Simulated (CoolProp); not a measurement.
Vapour pressure (kPa) of n-pentane: the reference equation beside estimates from Tc = 196.5 °C, pc = 3368 kPa, ω = 0.251. Clausius-Clapeyron is anchored at 53.05 °C with a constant enthalpy of vaporisation of 24.78 kJ/mol.

The numbers come from the reference Helmholtz-energy equation of state, Thol 2019 in CoolProp.

| T (°C) | reference | Lee-Kesler | Clausius-Clapeyron | Redlich-Kwong | Soave-Redlich-Kwong | Peng-Robinson |
|---|---|---|---|---|---|---|
| 27.25 | 74.26 | 73.31 | 79.76 | 130.8 | 73.53 | 74.22 |
| 31.55 | 86.64 | 85.75 | 91.75 | 149.6 | 85.92 | 86.53 |
| 35.85 | 100.6 | 99.78 | 105.1 | 170.4 | 99.91 | 100.4 |
| 40.15 | 116.3 | 115.6 | 120.0 | 193.3 | 115.6 | 116.0 |
| 44.45 | 133.8 | 133.2 | 136.5 | 218.3 | 133.2 | 133.3 |
| 48.75 | 153.2 | 152.9 | 154.7 | 245.6 | 152.8 | 152.7 |
| 53.05 | 174.8 | 174.7 | 174.8 | 275.3 | 174.6 | 174.2 |
| 57.35 | 198.7 | 198.8 | 196.9 | 307.6 | 198.7 | 197.9 |
| 61.65 | 225.0 | 225.4 | 221.1 | 342.5 | 225.3 | 224.1 |
| 65.95 | 253.9 | 254.6 | 247.5 | 380.1 | 254.5 | 252.8 |
| 70.25 | 285.5 | 286.6 | 276.3 | 420.6 | 286.5 | 284.3 |
| 74.55 | 320.0 | 321.5 | 307.6 | 464.0 | 321.5 | 318.7 |
| 78.85 | 357.6 | 359.4 | 341.6 | 510.5 | 359.7 | 356.3 |

Absolute difference from the reference over all 13 rows, mean and median: Lee-Kesler 0.5 and 0.4 %, Clausius-Clapeyron 3.1 and 3.2 %, Redlich-Kwong 58.2 and 57.5 %, Soave-Redlich-Kwong 0.4 and 0.4 %, Peng-Robinson 0.3 and 0.4 %.
